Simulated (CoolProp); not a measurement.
Values from CoolProp's reference Helmholtz-energy equation of state, Lemmon 2006. It is a short technical equation, of lower accuracy than the large ones.

### Question
Give the vapour pressure (MPa), vapour density (kg/m³), surface tension (mN/m) of saturated C3F8 (R218) at 191, 219.5, 319.2 K.

### Answer
```csv
T (K),p (MPa),vapour density (kg/m³),surface tension (mN/m)
191,0.00717,0.856,16.1
219.5,0.0441,4.68,12.5
319.2,1.47,161,1.81
```

Surface tension comes from a separate correlation (Mulero 2012).
